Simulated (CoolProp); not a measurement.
A single-stage vapour-compression cycle with R1224YDZ: evaporating at 252.15 K (dew point), condensing at 292.15 K (bubble point), superheat 0 K, subcooling 0 K, compressor efficiency 0.7, no pressure losses. Each further row changes one setting.

Computed with CoolProp (reference Helmholtz-energy equation of state, Akasaka 2023).

| case | cooling COP | pressure ratio | discharge temperature (K) | refrigerating effect (kJ/kg) | volumetric capacity (kJ/m³) |
|---|---|---|---|---|---|
| as stated | ? | 5.94 | 306.9 | 142 | 204 |
| evaporating temperature 257.15 K | 4.50 | 4.58 | ? | 145 | 266 |
| condensing temperature 287.15 K | ? | 4.91 | 301.0 | 148 | 212 |
| subcooling 5 K | ? | 5.94 | 306.9 | 148 | 212 |
| superheat 10 K | ? | 5.94 | 317.4 | 149 | 205 |
| compressor efficiency 0.6 | 3.24 | 5.94 | 314.6 | 142 | 204 |

### Question
Some entries are withheld; supply them.

### Answer

- as stated, cooling COP: 3.78
- evaporating temperature 257.15 K, discharge temperature (K): 304.2
- condensing temperature 287.15 K, cooling COP: 4.42
- subcooling 5 K, cooling COP: 3.93
- superheat 10 K, cooling COP: 3.80
